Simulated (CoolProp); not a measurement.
Model: reference Helmholtz-energy equation of state, Lemmon 2005, in CoolProp. It is a short technical equation, of lower accuracy than the large ones.

Q: For cis-2-butene, give the phase and the Z, cp (kJ/(kg K)) at 270.8 K and 15300 kPa.

A: 
- 270.8 K and 15300 kPa: liquid; Z 0.575, cp 2.09
